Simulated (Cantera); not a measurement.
Input: 1 mol TEOS, 1.6 mol CO2, 0.54 mol H2, at 600 K and 0.00110 bar.

Cantera equilibrium calculation (NASA polynomials, part measured and part estimated; ideal gas, pure solids and liquids). Candidate condensed phases: C, C6H6, C7H8, C8H18, H2O, Si, SiC, SiO2; 123 gas species. The feed counts by its element totals alone. Rates play no part.

Base state: H2 0.631, H2O 0.194, CO2 0.120, CH4 0.0413, CO 0.0137 (mole fractions); condensed: C(graphite) + SiO2(α-quartz).

### Question
What changes in the equilibrium state with this change: temperature from 600 K to 1225 K?

### Answer
```tsv
species	before	after
H2	0.631	0.670
CO	0.0137	0.330
SiO	<1e-9	1.21e-5
H2O	0.194	4.78e-6
CO2	0.120	1.61e-6
CH4	0.0413	6.48e-6
C(graphite), mol	7.57	4.40
SiO2(α-quartz), mol	1.00	0
SiO2(β-quartz), mol	0	1.000
```
The tables hold silica as quartz up to 1696 K and as liquid above; real silica turns to tridymite and cristobalite and melts near 1996 K.
